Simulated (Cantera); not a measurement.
What does this Cantera script print?

```python
import numpy as np
import cantera as ct

gas_names = [...]  # 110 gases of nasa_gas.yaml made of C, H, O
cond_names = """
    C(gr) C6H6(L) C7H8(L) C8H18(L),n-octa H2O(s) H2O(L)
""".split()


# ... load() reads the species with a 1 bar reference pressure and builds the phases ...
atoms = {
    'acetone': {'C': 3, 'H': 6, 'O': 1},
    'H2': {'H': 2},
}
top_T = {'C(gr)': 4500}  # K; cautious upper limits of use, not melting points


# ... equilibrate(T, P, feed) seeds the gas with the atoms and calls Mixture.equilibrate('TP', solver="vcs", rtol=1e-11, max_steps=5000) ...
results = []
feed = {'acetone': 1, 'H2': 6.1}  # mol
T = 1648  # K
P = 30000  # Pa
mix = equilibrate(T, P, feed)
results.append((T, P, feed, dict(zip(mix.species_names, mix.species_moles))))
print(gas.report(threshold=0.0001))
for i in range(1, mix.n_phases):
    print(f"{mix.phase(i).name:16s} {mix.phase_moles(i):12.5e} mol")
```

Result:

```
       temperature   1648 K
          pressure   30000 Pa
           density   0.010062 kg/m^3
  mean mol. weight   4.5956 kg/kmol
   phase of matter   gas

                          1 kg             1 kmol
                     ---------------   ---------------
          enthalpy        6.6449e+06        3.0537e+07  J
   internal energy        3.6633e+06        1.6835e+07  J
           entropy             43879        2.0165e+05  J/K
    Gibbs function       -6.5667e+07       -3.0178e+08  J
 heat capacity c_p            7227.6             33215  J/K
 heat capacity c_v            5418.4             24901  J/K

                      mass frac. Y      mole frac. X     chem. pot. / RT
                     ---------------   ---------------   ---------------
               CH4         0.0011375        0.00032583           -42.749
                CO           0.60351          0.099018           -38.644
                 H         3.384e-05        0.00015428           -10.095
                H2           0.39501           0.90044            -20.19
     [ +106 minor]        0.00031098        6.0254e-05

C(gr)             1.99605e+00 mol
```

Equilibrium computed with Cantera from the NASA thermochemical tables; the gas is ideal and each condensed phase is pure. The feed counts by its element totals alone.
